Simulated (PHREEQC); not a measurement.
Dissolve 0.16 mol Ni(NO3)2, 0.002 mol H3BO3 and 0.00055 mol MnSO4 per kg of water at 20 °C. Closed to the air; pH follows from the charge balance.

Equilibrium calculation in PHREEQC: ion-association model, wateq4f.dat.

No solid was allowed to form.

### Question
Order these S species by the share of S that they hold, largest first: NiSO4, SO4-2, MnSO4.

### Answer
NiSO4 (62 %), SO4-2 (38 %), MnSO4 (0.16 %)

The pH is 5.61 and the ionic strength 0.481 mol/kgw.
